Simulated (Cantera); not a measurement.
Input (Python, Cantera) and output of one run.

```python
import numpy as np
import cantera as ct

gas_names = """
    H HI HNO HNO2 HNO3 HO2 H2 H2O H2O2 I I2 N NH NH2 NH3 NH2OH NO NO2 NO3 N2 N2H2 N2H4 N2O O OH O2 O3
""".split()
cond_names = """
    H2O(s) H2O(L) I2(cr) I2(L)
""".split()


# ... load() reads the species with a 1 bar reference pressure and builds the phases ...
atoms = {
    'HI': {'H': 1, 'I': 1},
    'H2O': {'H': 2, 'O': 1},
    'N2': {'N': 2},
    'O2': {'O': 2},
}
top_T = {}  # K; cautious upper limits of use, not melting points


# ... equilibrate(T, P, feed) seeds the gas with the atoms and calls Mixture.equilibrate('TP', solver="vcs", rtol=1e-11, max_steps=5000) ...
results = []
feed = {'HI': 1, 'H2O': 1.5, 'N2': 2.8, 'O2': 2.6}  # mol
T = 1798.15  # K
P = 55  # Pa
mix = equilibrate(T, P, feed)
results.append((T, P, feed, dict(zip(mix.species_names, mix.species_moles))))
x = sorted(zip(gas.X, gas.species_names), reverse=True)
print(f"T = {T:g} K  P = {P:g} Pa  gas = {mix.phase_moles(0):.4g} mol")
print("   x: " + "  ".join(f"{s} {v:.3e}" for v, s in x if v > 1e-05))
print("   condensed (mol): " + ("  ".join(f"{mix.phase(i).name} {mix.phase_moles(i):.4g}"
      for i in range(1, mix.n_phases) if mix.phase_moles(i) > 1e-12) or "none"))
```

It prints:

```
T = 1798.15 K  P = 55 Pa  gas = 8.183 mol
   x: N2 3.406e-01  O2 2.830e-01  H2O 2.394e-01  I 1.221e-01  OH 7.424e-03  NO 3.152e-03  O 2.712e-03  H2 1.016e-03  H 4.791e-04  HI 9.775e-05
   condensed (mol): none
```

Cantera equilibrium calculation (NASA polynomials, part measured and part estimated; ideal gas, pure solids and liquids).
